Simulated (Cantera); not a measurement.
Input (Python, Cantera) and output of one run.

```python
import numpy as np
import cantera as ct

gas_names = """
    H HNO HNO2 HNO3 HO2 H2 H2O H2O2 N NH NH2 NH3 NH2OH NO NO2 NO3 N2 N2H2 N2H4 N2O O OH O2 O3 V VN VO
    VO2
""".split()
cond_names = """
    H2O(s) H2O(L) V(cr) V(L) VN(s) VO(s) VO(L) V2O3(s) V2O3(L) V2O4(I) V2O4(II) V2O4(L) V2O5(s) V2O5(L)
""".split()


# ... load() reads the species with a 1 bar reference pressure and builds the phases ...
atoms = {
    'V2O5': {'V': 2, 'O': 5},
    'H2': {'H': 2},
    'N2': {'N': 2},
}
top_T = {'VN(s)': 2300}  # K; cautious upper limits of use, not melting points


# ... equilibrate(T, P, feed) seeds the gas with the atoms and calls Mixture.equilibrate('TP', solver="vcs", rtol=1e-11, max_steps=5000) ...
results = []
feed = {'V2O5': 1, 'H2': 0.32, 'N2': 0.66}  # mol
T = 975  # K
for P in [10, 42, 180, 750, 3200, 13000, 56000, 240000, 1000000]:
    mix = equilibrate(T, P, feed)
    results.append((T, P, feed, dict(zip(mix.species_names, mix.species_moles))))

top = {s: max(r[3][s] / sum(r[3][g] for g in gas_names) for r in results) for s in gas_names}
cols = sorted((s for s in top if top[s] > 1e-06), key=lambda s: -top[s])[:7]
seen = [c for c in cond_names if any(r[3].get(c, 0) > 1e-12 for r in results)]
print("log10 of partial pressures in bar; condensed amounts in mol")
print(f"{'P/Pa':>10s}" + "".join(f"{s[:9]:>10s}" for s in cols + seen))
for T, P, feed, n in results:
    ng = sum(n[g] for g in gas_names)
    print(f"{P:10.4g}" + "".join(f"{np.log10(max(n[s] / ng * P / 1e5, 1e-99)):10.3f}" for s in cols)
          + "".join(f"{n.get(c, 0):10.4g}" for c in seen))
```

It prints:

```
log10 of partial pressures in bar; condensed amounts in mol
      P/Pa        N2       H2O        O2        NO        OH  V2O4(II)   V2O5(L)
        10    -4.301    -4.615    -4.589    -8.682    -9.943         1         0
        42    -3.678    -3.992    -3.966    -8.058    -9.475         1         0
       180    -2.950    -3.264    -3.872    -7.648    -9.088    0.4778    0.5222
       750    -2.304    -2.619    -3.872    -7.325    -8.765    0.3557    0.6443
      3200    -1.668    -1.983    -3.872    -7.007    -8.447    0.3283    0.6717
   1.3e+04    -1.058    -1.373    -3.872    -6.702    -8.142     0.322     0.678
   5.6e+04    -0.424    -0.738    -3.872    -6.385    -7.825    0.3205    0.6795
   2.4e+05     0.209    -0.106    -3.872    -6.068    -7.509    0.3201    0.6799
     1e+06     0.828     0.514    -3.872    -5.759    -7.199      0.32      0.68
```

Method: chemical equilibrium by Gibbs-energy minimisation in Cantera with the NASA 1993 tables (ideal gas, pure condensed phases). Condensed phases not in the tables: the oxides between V2O3 and V2O5 other than VO2. Gases not in the tables: V4O10.
